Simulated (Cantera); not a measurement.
An isothermal, constant-pressure homogeneous reactor starts with N₂O : O₂ = 0.12 : 0.082 (molar parts), at 1273 K and 0.310 bar.

Computed with Cantera and GRI-Mech 3.0 (53 species, 325 reactions). GRI-Mech 3.0 was tuned for natural gas; its chemistry of N2O as a main component is partial and can be far from experiment. The mechanism lacks the step 2 NO + O2 → 2 NO2, which can matter for NO2 below about 1400 K. The temperature is held fixed by assumption; the heat of reaction is taken as removed at once.

**Question.** Predict: x(N₂O) at 20.0 s; x(O₂) at 20.0 s; x(NO) at 20.0 s; x(NO₂) at 20.0 s; x(O) at 20.0 s; x(N₂) at 20.0 s.

**Answer.** 
```json
{
  "x(N₂O) at 20.0 s": "9.89e-5 (gas-phase equilibrium 1.16e-8)",
  "x(O₂) at 20.0 s": "0.515 (gas-phase equilibrium 0.542)",
  "x(NO) at 20.0 s": "0.0530 (gas-phase equilibrium 0.000407)",
  "x(NO₂) at 20.0 s": "0.000545 (gas-phase equilibrium 4.41e-6)",
  "x(O) at 20.0 s": "1.45e-7 (gas-phase equilibrium 1.43e-7)",
  "x(N₂) at 20.0 s": "0.431 (gas-phase equilibrium 0.458)"
}
```
